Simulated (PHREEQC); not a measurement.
2.6 g of hydrous ferric oxide (600 m²/g; 0.2 weak and 0.005 strong sites per Fe, Dzombak-Morel constants, diffuse double layer) in 1 kg of water with 0.001 mol/kgw of an inert sodium salt, at 25 °C; the pH is set by adding NaOH or the inert anion's acid. O2 is buffered at 0.21 atm. No CO2 enters from the air. Precipitation was switched off in this run.

Computed with PHREEQC (ion-association model, wateq4f.dat).

Task: Predict surface charge σ (C/m²) at pH = 3, 4.5, 7.5.

Result: 
| pH | surface charge σ (C/m²) |
|---|---|
| 3 | 0.288 |
| 4.5 | 0.094 |
| 7.5 | 0.003 |

Species that the database lacks are ignored. The oxide is taken as insoluble; below pH 4 it would dissolve.
